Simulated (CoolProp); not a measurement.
A simple Rankine cycle with R236FA: condensing at 306.15 K, boiler at 1.01 MPa, turbine inlet 399 K, turbine efficiency 0.75, pump efficiency 0.7, no recuperator. Each further row changes one setting.

Values from CoolProp's reference Helmholtz-energy equation of state, Pan 2012.

```json
[
 {"case": "as stated", "thermal efficiency (%)": "6.6", "net work (kJ/kg)": "14.6", "heat in (kJ/kg)": "221", "turbine exit temperature (K)": "…", "volume ratio over the turbine": "2.92"},
 {"case": "condensing temperature 298.15 K", "thermal efficiency (%)": "…", "net work (kJ/kg)": "…", "heat in (kJ/kg)": "231", "turbine exit temperature (K)": "…", "volume ratio over the turbine": "3.78"},
 {"case": "boiler pressure 0.707 MPa", "thermal efficiency (%)": "…", "net work (kJ/kg)": "10.1", "heat in (kJ/kg)": "225", "turbine exit temperature (K)": "385.1", "volume ratio over the turbine": "…"},
 {"case": "turbine efficiency 0.65", "thermal efficiency (%)": "5.7", "net work (kJ/kg)": "12.5", "heat in (kJ/kg)": "221", "turbine exit temperature (K)": "…", "volume ratio over the turbine": "2.94"}
]
```

**Question.** Fill in the missing entries.

**Answer.** 
- as stated, turbine exit temperature (K): 377.0
- condensing temperature 298.15 K, thermal efficiency (%): 7.9
- condensing temperature 298.15 K, net work (kJ/kg): 18.2
- condensing temperature 298.15 K, turbine exit temperature (K): 372.2
- boiler pressure 0.707 MPa, thermal efficiency (%): 4.5
- boiler pressure 0.707 MPa, volume ratio over the turbine: 2.01
- turbine efficiency 0.65, turbine exit temperature (K): 379.0
